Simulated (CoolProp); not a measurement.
n-decane along the isobar 1.29 MPa: fugacity coefficient from the reference equation and from simpler models built on Tc = 344.5 °C, pc = 2.101 MPa, ω = 0.488; each cubic takes its own stable root.

Model: reference Helmholtz-energy equation of state, Lemmon 2006, in CoolProp. It is a short technical equation, of lower accuracy than the large ones.

```
T (°C)   phase  reference
------  ------  ---------
144.15  liquid    0.03588
149.55  liquid    0.04190
154.85  liquid    0.04854
160.15  liquid    0.05595
165.55  liquid    0.06436
170.85  liquid    0.07351
176.25  liquid    0.08379
181.55  liquid    0.09487
186.85  liquid     0.1070
192.25  liquid     0.1204
197.55  liquid     0.1348
202.85  liquid     0.1503
208.25  liquid     0.1673
213.55  liquid     0.1853
218.95  liquid     0.2049
224.25  liquid     0.2254
```

Question: How far does each simpler model (van der Waals, Redlich-Kwong, Soave-Redlich-Kwong) lie from the reference over these 16 states: mean and median of the absolute difference, and the worst?

Answer: 
- van der Waals: mean 328.5 %, median 292.4 %, worst +642.8 % at 144.15 °C and 1.29 MPa
- Redlich-Kwong: mean 122.2 %, median 115.7 %, worst +200.4 % at 144.15 °C and 1.29 MPa
- Soave-Redlich-Kwong: mean 3.1 %, median 3.2 %, worst +4.3 % at 224.25 °C and 1.29 MPa
